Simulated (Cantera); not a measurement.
Low-pressure radical oxidation in H2/O2

An isothermal, constant-pressure homogeneous reactor starts with 2.06 % H₂, 97.9 % O₂, at 1075 K and 3.90 Torr.

Detailed kinetics in Cantera: the H2/O2 subset of GRI-Mech 3.0, which has no nitrogen chemistry. Radical loss at walls, strong at low pressure, is not modelled.

```tsv
t (s)	x H₂	x O₂	x OH	x O	x H	x H₂O	x HO₂
1.00e-6	0.0206	0.979	<1e-12	<1e-12	<1e-12	<1e-12	<1e-12
5.41e-6	0.0206	0.979	<1e-12	<1e-12	2.74e-12	<1e-12	2.78e-12
2.93e-5	0.0206	0.979	1.00e-12	1.01e-12	1.41e-11	<1e-12	1.51e-11
0.000159	0.0206	0.979	2.30e-11	2.45e-11	5.95e-11	2.57e-12	8.15e-11
0.000860	0.0206	0.979	3.26e-10	4.39e-10	2.19e-10	2.19e-10	4.42e-10
0.00465	0.0206	0.979	1.80e-8	3.09e-8	8.32e-9	3.70e-8	2.50e-9
0.0252	0.00168	0.965	0.00195	0.0120	0.00353	0.0162	1.49e-6
0.136	0.000128	0.967	0.000857	0.0110	0.00137	0.0194	9.94e-7
0.739	3.49e-5	0.976	0.000447	0.00291	0.000187	0.0204	5.94e-7
4.00	2.38e-6	0.979	0.000118	0.000200	3.40e-6	0.0207	1.38e-7
```
x: mole fraction; the columns are a selection and need not sum to one.

Equilibrium at this temperature and pressure: H₂ 2.05e-10, O₂ 0.979, OH 1.13e-6, O 1.81e-8, H 2.94e-12, H₂O 0.0208, HO₂ 1.10e-9 (gas phase only).
